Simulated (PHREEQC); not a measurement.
H2SO4 is added in steps, without added water, to 1 kg of water holding 6.2 mmol/kgw KOH, 0.0034 mmol/kgw H4SiO4 and 0.18 mmol/kgw K2CO3, at 95 °C. Oxygen alone is held at its pressure in air (log pO2 = -0.68). The system is closed to CO2. Solids allowed: SiO2(a). Others were left out.

Base run: PHREEQC, ion-association model, wateq4f.dat. Each further column changes one thing. The table gives HCO3- (mol/kgw).

| H2SO4 added (mol) | base | Davies equation for every ion | database pitzer.dat | metal-ligand complexes left out | database phreeqc.dat |
|---|---|---|---|---|---|
| 0 | 8.15e-5 | 8.10e-5 | … | 8.15e-5 | 8.42e-5 |
| 0.001141 | 0.000101 | 0.000100 | 0.000104 | 0.000101 | 0.000104 |
| 0.002509 | 0.000143 | 0.000142 | … | 0.000143 | 0.000144 |
| 0.00365 | 2.63e-7 | 2.65e-7 | … | 2.73e-7 | 2.63e-7 |
| 0.004791 | 6.37e-8 | 6.43e-8 | … | 6.57e-8 | 6.38e-8 |
| 0.006159 | 3.32e-8 | 3.36e-8 | … | 3.40e-8 | 3.32e-8 |
| 0.0073 | 2.37e-8 | 2.41e-8 | … | 2.42e-8 | 2.37e-8 |

Task: Some entries are withheld; supply them.

Result: 
- 0, database pitzer.dat: 8.41e-5
- 0.002509, database pitzer.dat: 0.000145
- 0.00365, database pitzer.dat: 3.30e-7
- 0.004791, database pitzer.dat: 7.74e-8
- 0.006159, database pitzer.dat: 3.91e-8
- 0.0073, database pitzer.dat: 2.75e-8

At this temperature some constants are extrapolated from 25 °C, and those without enthalpy data are left unchanged. pitzer.dat has no redox and few complexes: it carries them in its interaction parameters. phreeqc.dat and wateq4f.dat share most of their constants, so their agreement is no independent check. Solids allowed in the column 'database pitzer.dat': Arcanite, Kalicinite, Misenite, SiO2(a).
